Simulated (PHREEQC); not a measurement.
**Acid rinse or clean: speciation**

Solution (25 °C): 4 mmol/kgw HF, 1.9 mmol/kgw ZnSO4 and 0.93 mmol/kgw MnSO4. It is in equilibrium with CO2 at log p = 0 (atm). Otherwise closed; pH follows from the charge balance.

Model: ion-association model, phreeqc.dat, run in PHREEQC.

Each row changes one thing in this solution. This is a speciation only: nothing precipitates in the calculation.

| case | pH | ionic strength (mol/kgw) | HF (mol/kgw) | SO4-2 (mol/kgw) | F- (mol/kgw) | Mn+2 (mol/kgw) | SI of Rhodochrosite (MnCO3) | SI of Pyrochroite (Mn(OH)2) |
|---|---|---|---|---|---|---|---|---|
| as made | 2.91 | 0.0105 | 0.00246 | 0.00216 | 0.00148 | 0.000790 | -4.48 | -12.66 |
| MnSO4 from 0.00093 to 0.00465 mol/kgw | 2.94 | 0.0210 | 0.00235 | [?] | 0.00158 | 0.00361 | -3.82 | -12.00 |
| ZnSO4 left out | 2.89 | 0.00473 | 0.00254 | 0.000784 | 0.00142 | 0.000856 | -4.43 | -12.61 |
| MnSO4 from 0.00093 to 0.000186 mol/kgw | [?] | 0.00826 | [?] | 0.00162 | 0.00146 | 0.000162 | -5.16 | -13.34 |
| HF from 0.004 to 0.04 mol/kgw | 2.31 | 0.0144 | 0.0333 | 0.00185 | [?] | 0.000807 | -5.68 | -13.86 |

Question: Complete the blanks.

Answer: 
- MnSO4 from 0.00093 to 0.00465 mol/kgw, SO4-2 (mol/kgw): 0.00466
- MnSO4 from 0.00093 to 0.000186 mol/kgw, pH: 2.90
- MnSO4 from 0.00093 to 0.000186 mol/kgw, HF (mol/kgw): 0.00249
- HF from 0.004 to 0.04 mol/kgw, F- (mol/kgw): 0.00522
